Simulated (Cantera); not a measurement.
A freely propagating, adiabatic, planar premixed flame of CH4 : O2 : N2 = 1 : 1.54 : 5.78 (molar parts), equivalence ratio 1.3, unburnt at 398 K and 750 Torr; multicomponent+Soret transport, grid criteria slope 0.08 and curve 0.16, no radiation.

Detailed kinetics in Cantera: GRI-Mech 3.0 (53 species, 325 reactions). Burning velocities carry a grid error of a few per cent, more on coarse grids.

### Question
Predict: laminar burning velocity; thermal thickness; peak x(CO); peak x(O).

### Answer
```
Property                     Result
------------------------  ---------
laminar burning velocity  42.6 cm/s
thermal thickness          0.506 mm
peak x(CO)                   0.0707
peak x(O)                  0.000505
```
